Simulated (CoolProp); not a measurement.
A single-stage vapour-compression cycle with R13: evaporating at 241.15 K (dew point), condensing at 294.15 K (bubble point), superheat 10 K, subcooling 0 K, compressor efficiency 0.9, no pressure losses. Each further row changes one setting.

Values from CoolProp's reference Helmholtz-energy equation of state, Platzer 1990. This equation is an older, rougher fit; its heat capacities, sound speeds and derivatives of the liquid may be far off and weren't checked against measurements.

```
case                              cooling COP  pressure ratio  discharge temperature (K)  refrigerating effect (kJ/kg)  volumetric capacity (kJ/m³)
--------------------------------  -----------  --------------  -------------------------  ----------------------------  ---------------------------
as stated                                2.18            4.13                      321.4                          60.9                         2810
evaporating temperature 246.15 K         2.55            3.52                      319.7                          62.5                         3370
condensing temperature 289.15 K          2.71            3.68                      315.0                          69.4                         3190
subcooling 5 K                           2.53            4.13                      321.4                          70.6                         3250
superheat 20 K                           2.27            4.13                      330.9                          67.8                         2940
compressor efficiency 0.8                1.94            4.13                      325.1                          60.9                         2810
```
